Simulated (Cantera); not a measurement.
Feed: 1 mol trisilylamine, 0.34 mol NH₃, at 6.00e-5 bar.

Equilibrium computed with Cantera from the NASA thermochemical tables; the gas is ideal and each condensed phase is pure. Candidate condensed phases: Si, Si₃N₄; 18 gas species. The feed counts by its element totals alone. Mutual solubility and eutectic melting of coexisting phases are not modelled. Equilibrium is a limit: real reactors are often held back by kinetics, nucleation or transport. All values below are at 1250 K.

Base state: H₂ 0.998, N₂ 0.00210, H 6.23e-5 (mole fractions); condensed: Si(s) + Si₃N₄(s).

Problem. What changes in the equilibrium state with this change: pressure from 6.00e-5 bar to 0.000980 bar?

Solution. 
```
species         before     after
-------------  -------  --------
H₂               0.998     1.000
N₂             0.00210  0.000129
H              6.23e-5   1.54e-5
Si(s), mol        2.01      2.00
Si₃N₄(s), mol    0.330     0.335
```
